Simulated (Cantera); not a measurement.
**Silicon nitride deposition: trisilylamine + N₂ + H₂**

Charge: 1 mol trisilylamine, 2 mol N₂, 0.48 mol H₂, at 82.0 mbar.

Method: chemical equilibrium by Gibbs-energy minimisation in Cantera with the NASA 1993 tables (ideal gas, pure condensed phases). Candidate condensed phases: Si, Si₃N₄; 18 gas species. The feed counts by its element totals alone. The tables' values for SiN are old estimates; treat these amounts as uncertain. Gases not in the tables: Si₂H₆ and higher silanes. The numbers say what is thermodynamically allowed, not how fast it happens.

```csv
T (°C),x H₂,x N₂,x H,x Si,x SiH,x SiH₂,x Si₂N,x SiN,n Si₃N₄(s),n Si(l)
700,0.909,0.0912,3.60e-9,<1e-12,<1e-12,<1e-12,<1e-12,<1e-12,1.00,0
800,0.909,0.0912,4.66e-8,<1e-12,<1e-12,<1e-12,<1e-12,<1e-12,1.00,0
900,0.909,0.0912,3.93e-7,<1e-12,<1e-12,<1e-12,<1e-12,<1e-12,1.00,0
1000,0.909,0.0912,2.37e-6,<1e-12,<1e-12,4.38e-11,<1e-12,<1e-12,1.00,0
1100,0.909,0.0912,1.11e-5,2.61e-11,4.05e-11,1.26e-9,<1e-12,5.25e-12,1.00,0
1200,0.909,0.0912,4.21e-5,1.59e-9,1.56e-9,2.28e-8,6.91e-12,1.99e-10,1.00,0
1300,0.909,0.0912,0.000135,5.72e-8,3.76e-8,2.84e-7,6.57e-10,4.72e-9,1.000,0
1400,0.908,0.0912,0.000379,1.33e-6,6.13e-7,2.61e-6,3.57e-8,7.62e-8,1.000,0
1500,0.908,0.0912,0.000947,2.15e-5,7.24e-6,1.85e-5,1.22e-6,8.93e-7,1.000,0
1600,0.664,0.334,0.00184,0.000108,2.34e-5,3.26e-5,9.53e-6,6.40e-6,0,3.00
1700,0.662,0.333,0.00383,0.000385,6.49e-5,6.02e-5,2.38e-5,1.77e-5,0,3.00
1800,0.658,0.332,0.00745,0.00122,0.000162,0.000104,5.43e-5,4.42e-5,0,2.99
```
x: gas mole fraction; n: condensed amount in mol.

From 700 °C to 1500 °C the condensed part is Si₃N₄(s). From 1600 °C to 1800 °C the condensed part is Si(l).
